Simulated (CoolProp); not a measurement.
Computed with CoolProp (reference Helmholtz-energy equation of state, Zhou 2012).

Problem. For m-xylene, give the phase and the cp (kJ/(kg K)), cv (kJ/(kg K)), isothermal compressibility (1/MPa), expansivity (1/kK) at 519.7 K and 2.95 MPa; 519.7 K and 4.42 MPa; 519.7 K and 5.89 MPa.

Solution. 
- 519.7 K and 2.95 MPa: liquid; cp 2.56, cv 2.00, isothermal compressibility 0.00672, expansivity 2.16
- 519.7 K and 4.42 MPa: liquid; cp 2.54, cv 2.00, isothermal compressibility 0.00607, expansivity 2.02
- 519.7 K and 5.89 MPa: liquid; cp 2.52, cv 2.00, isothermal compressibility 0.00554, expansivity 1.91
